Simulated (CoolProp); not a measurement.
Model: reference Helmholtz-energy equation of state, Rui 2013, in CoolProp.

Give the vapour pressure (MPa), liquid density (kg/m³), vapour density (kg/m³), enthalpy of vaporisation (kJ/kg) of saturated R236EA at 325.7, 334.7, 337.7 K.


| T (K) | p (MPa) | liquid density (kg/m³) | vapour density (kg/m³) | enthalpy of vaporisation (kJ/kg) |
|---|---|---|---|---|
| 325.7 | 0.490 | 1330 | 31.7 | 140 |
| 334.7 | 0.628 | 1300 | 40.7 | 134 |
| 337.7 | 0.680 | 1290 | 44.2 | 132 |
